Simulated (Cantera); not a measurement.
Charge: 1 mol SiC, 0.019 mol Si, 0.34 mol H₂, equilibrated at 1473 K and 0.0330 bar.

Method: chemical equilibrium by Gibbs-energy minimisation in Cantera with the NASA 1993 tables (ideal gas, pure condensed phases). Candidate condensed phases: C, C₆H₆, C₇H₈, C₈H₁₈, Si, SiC; 87 gas species. Mutual solubility and eutectic melting of coexisting phases are not modelled. Rates play no part.

Base state: H₂ 1.000, H 6.96e-5 (mole fractions); condensed: Si(s) + SiC(s).

What changes in the equilibrium state with this change: temperature from 1473 K to 2325 K?


```
species       before     after
-----------  -------  --------
H₂             1.000     0.901
H            6.96e-5    0.0575
Si           1.66e-7    0.0351
Si₂C           <1e-9   0.00308
Si₂            <1e-9  0.000709
Si₃            <1e-9  0.000131
SiC₂           <1e-9  0.000125
Si(s), mol    0.0190         0
SiC(s), mol     1.00     0.999
Si(l), mol         0   0.00355
```
Gases not in the tables: Si₂H₆ and higher silanes.

What changes in the equilibrium state with this change: 0.0094 mol O₂ added?


```csv
species,before,after
H₂,1.000,0.990
SiO,0,0.00951
CO,0,0.000233
H,6.96e-5,6.93e-5
"Si(s), mol",0.0190,0.00809
"SiC(s), mol",1.00,1.000
"SiO₂(β-quartz), mol",0,0.00773
```
The tables hold silica as quartz up to 1696 K and as liquid above; real silica turns to tridymite and cristobalite and melts near 1996 K. Further candidate phases: H₂O, SiO₂.
